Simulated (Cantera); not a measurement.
# Premixed flame

A freely propagating, adiabatic, planar premixed flame of 22.3 % H2, 14.7 % O2, 55.0 % N2, 8.02 % H2O, unburnt at 450 K and 518 Torr; multicomponent+Soret transport, grid criteria slope 0.08 and curve 0.16, no radiation.

Detailed kinetics in Cantera: the H2/O2 subset of GRI-Mech 3.0, which has no nitrogen chemistry. Burning velocities carry a grid error of a few per cent, more on coarse grids.

```
z (mm)  T (K)  u (m/s)     x H2    x O2   x H2O      x OH       x H     x HO2
------  -----  -------  -------  ------  ------  --------  --------  --------
-1.73     450     2.34    0.223   0.147  0.0802     <1e-8     <1e-8     <1e-8
-1.16     450     2.34    0.223   0.147  0.0802     <1e-8     <1e-8     <1e-8
-0.867    450     2.33    0.222   0.147  0.0803     <1e-8     <1e-8   3.37e-8
-0.578    450     2.33    0.219   0.147  0.0807     <1e-8     <1e-8   9.41e-7
-0.289    480     2.41    0.191   0.152  0.0850   1.40e-5   8.87e-6  0.000176
-0.145    711     3.45    0.151   0.147   0.110  0.000615   0.00135  0.000300
0        1095     5.23   0.0956   0.118   0.174   0.00179    0.0103  0.000120
0.145    1373     6.52   0.0456  0.0784   0.244   0.00548    0.0193   5.91e-5
0.289    1528     7.24   0.0258  0.0593   0.276   0.00871    0.0193   3.72e-5
0.578    1682     7.92   0.0182  0.0507   0.293    0.0109    0.0133   2.43e-5
1.16     1816     8.49   0.0135  0.0467   0.306    0.0111   0.00703   1.55e-5
2.31     1919     8.92  0.00837  0.0441   0.317   0.00966   0.00297   8.85e-6
4.62     1985     9.18  0.00427  0.0427   0.326   0.00735  0.000988   4.60e-6
```
x: mole fraction of selected species; z is measured from the peak of heat release.

- laminar burning velocity = 234 cm/s
- thermal thickness = 0.578 mm
- peak x(OH) = 0.0112
- peak x(H) = 0.0202
- peak x(HO2) = 0.000379
- grid points = 113
